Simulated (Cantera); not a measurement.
An adiabatic, constant-pressure homogeneous reactor starts with CH4 : O2 : N2 = 1 : 3.23 : 12.1 (molar parts), equivalence ratio 0.62, at 1725 K and 64000 Pa. Integrator tolerance rtol = 1e-08.

Detailed kinetics in Cantera: GRI-Mech 3.0 (53 species, 325 reactions).

### Question
What does this change do: initial temperature 1725 to 1100 K?

### Answer
| quantity | before | after |
|---|---|---|
| time of steepest temperature rise | 0.259 ms | not reached |
| temperature at 0.200 s | 2624 K | 1110 K |
| equilibrium temperature | 2624 K | 2287 K |
| x(CH4) at 0.200 s | <1e-12 (gas-phase equilibrium <1e-12) | 0.0596 (gas-phase equilibrium <1e-12) |
| x(O2) at 0.200 s | 0.0682 (gas-phase equilibrium 0.0682) | 0.197 (gas-phase equilibrium 0.0704) |
| x(H) at 0.200 s | 0.00387 (gas-phase equilibrium 0.00387) | 3.26e-8 (gas-phase equilibrium 0.000374) |
| x(C2H2) at 0.200 s | <1e-12 (gas-phase equilibrium <1e-12) | 1.74e-8 (gas-phase equilibrium <1e-12) |
| x(N2O) at 0.200 s | 6.56e-7 (gas-phase equilibrium 6.56e-7) | 3.64e-10 (gas-phase equilibrium 3.67e-7) |
